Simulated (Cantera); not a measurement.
A diamond (100) surface in a fixed gas of H2 with x(CH4) = 0.002, x(H) = 0.025, x(CH3) = 0.0003, at 1248 K; coverages are run to steady state.

Cantera simulation using the Harris–Goodwin 1993 mechanism for the reconstructed diamond (100) surface; the numbers are that mechanism's predictions, not measurements.

θ: site fractions in the mechanism's names (c6HH fully hydrogenated, c6H* and c6*H radical sites, c6** diradical, c6HM methylated).

| P (Pa) | growth (µm/h) | θ c6HH | θ c6H* | θ c6*H | θ c6** | θ c6HM |
|---|---|---|---|---|---|---|
| 660 | 0.428 | 0.407 | 0.0437 | 0.511 | 0.0380 | 0.000256 |
| 1100 | 0.919 | 0.407 | 0.0437 | 0.510 | 0.0380 | 0.000402 |
| 1800 | ___ | 0.407 | 0.0437 | 0.510 | 0.0380 | ___ |
| 3100 | ___ | 0.407 | 0.0438 | 0.510 | 0.0380 | ___ |
| 5100 | 9.48 | 0.406 | 0.0439 | 0.509 | 0.0380 | 0.00120 |
| 8600 | 19.8 | 0.406 | 0.0440 | 0.509 | 0.0381 | 0.00155 |
| 14000 | 37.5 | 0.406 | 0.0443 | 0.508 | 0.0381 | 0.00185 |
| 24000 | 72.8 | 0.406 | 0.0448 | 0.507 | 0.0382 | 0.00212 |

Q: Fill in the missing entries.

A: 
- 1800, growth (µm/h): 1.96
- 1800, θ c6HM: 0.000600
- 3100, growth (µm/h): 4.52
- 3100, θ c6HM: 0.000889
